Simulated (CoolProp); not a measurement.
Vapour-liquid equilibrium of benzene (1) + cyclohexane (2) at 419.4 K; x and y are mole fractions of (1).

Computed with CoolProp (multi-fluid Helmholtz-energy mixture model, Thol 2012 and Zhou 2014; pair parameters Bell 2016).

```tsv
x	bubble pressure (MPa)	y at the bubble point	dew pressure at overall composition x (MPa)	liquid density (mol/L)
0.05	0.5216	0.064	0.5197	7.765
0.2	0.5434	0.233	0.5394	7.964
0.35	0.5583	0.380	0.5556	8.181
0.5	0.5665	0.514	0.5659	8.419
0.65	0.5680	0.645	0.5679	8.681
0.8	0.5621	0.782	0.5607	8.969
0.95	0.5469	0.939	0.5456	9.287
```

y crosses x between x = 0.5 and 0.65: the model has an azeotrope there.

The pair parameters rest on a limited set of measurements; away from them the model extrapolates.
